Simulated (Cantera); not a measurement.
Charge: 1 mol Si₃N₄, 0.34 mol CO₂, 25 mol N₂, equilibrated at 1900 K and 0.300 Pa.

Method: chemical equilibrium by Gibbs-energy minimisation in Cantera with the NASA 1993 tables (ideal gas, pure condensed phases). Candidate condensed phases: C, Si, SiC, SiO₂, Si₂N₂O, Si₃N₄; 34 gas species. The tables' values for SiN are old estimates; treat these amounts as uncertain. Kinetics and transport are ignored.

Base state: N₂ 0.890, Si 0.0876, SiO 0.0112, CO 0.0112, SiN 4.79e-5, Si₂ 1.47e-5 (mole fractions); condensed: gas only.

What changes in the equilibrium state with this change: temperature from 1900 K to 1223 K?


```csv
species,before,after
N₂,0.890,1.000
CO,0.0112,2.99e-5
SiO,0.0112,1.92e-5
Si,0.0876,7.68e-8
SiN,4.79e-5,<1e-9
Si₂,1.47e-5,<1e-9
"SiC(s), mol",0,0.339
"Si₂N₂O(s), mol",0,0.679
"Si₃N₄(s), mol",0,0.434
```
Mutual solubility and eutectic melting of coexisting phases are not modelled.
